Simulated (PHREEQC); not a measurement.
Dissolve 0.025 mol Na2SeO3 and 0.067 mol NaCl per kg of water at 25 °C. Closed to the air; pH follows from the charge balance.

Equilibrium calculation in PHREEQC: ion-association model, wateq4f.dat.

No solid was allowed to form.

Estimate the pH, ionic strength.

pH 10.20; ionic strength 0.142 mol/kgw.

Species that the database lacks are ignored.
